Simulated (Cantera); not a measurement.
Input (Python, Cantera) and output of one run.

```python
import numpy as np
import cantera as ct

gas_names = """
    ALCL F HCL HF
""".split()
cond_names = """
    ALCL3(s) ALCL3(L)
""".split()


# ... load() reads the species with a 1 bar reference pressure and builds the phases ...
species = {s.name: s for s in load("nasa_gas.yaml", gas_names) + load("nasa_condensed.yaml", cond_names)}
# Each term lists the table entries of one substance; the one whose range holds T is used.
reactions = {
    'AlCl(g) + 2 F(g) + 2 HCl(g) = 2 HF(g) + AlCl3':
        [(-1, ['ALCL']), (-2, ['F']), (-2, ['HCL']), (2, ['HF']), (1, ['ALCL3(s)', 'ALCL3(L)'])],
}


def pick(names, T):
    return next(species[n] for n in names if species[n].thermo.min_temp <= T <= species[n].thermo.max_temp)


results = []
for label, terms in reactions.items():
    print(label)
    print("     T/K   dH/kJ  dS/(J/K)   dG/kJ   log10 K")
    for T in [300, 350, 375, 400, 425, 450, 475, 500, 525]:
        used = [(nu, pick(names, T)) for nu, names in terms]
        dH = sum(nu * s.thermo.h(T) for nu, s in used) / 1e6
        dS = sum(nu * s.thermo.s(T) for nu, s in used) / 1e3
        dG = dH - T * dS / 1e3
        logK = -dG * 1e6 / (ct.gas_constant * T * np.log(10))
        results.append((label, T, dH, dS, dG, logK, [s.name for _, s in used]))
        print(f"{T:8g} {dH:8.1f} {dS:8.1f} {dG:8.1f} {logK:8.2f}")
```

Result:

```
AlCl(g) + 2 F(g) + 2 HCl(g) = 2 HF(g) + AlCl3
     T/K   dH/kJ  dS/(J/K)   dG/kJ   log10 K
     300  -1173.4   -462.4  -1034.7   180.16
     350  -1172.8   -460.3  -1011.6   150.98
     375  -1172.4   -459.2  -1000.1   139.31
     400  -1171.9   -458.1   -988.7   129.11
     425  -1171.4   -456.8   -977.2   120.11
     450  -1170.8   -455.5   -965.8   112.11
     475  -1134.7   -377.9   -955.2   105.04
     500  -1133.6   -375.6   -945.8    98.80
     525  -1132.5   -373.5   -936.4    93.16
```

Source: NASA polynomial tables (part measured, part estimated), evaluated in Cantera. Condensed species are held in their standard states even where they would react or evaporate.
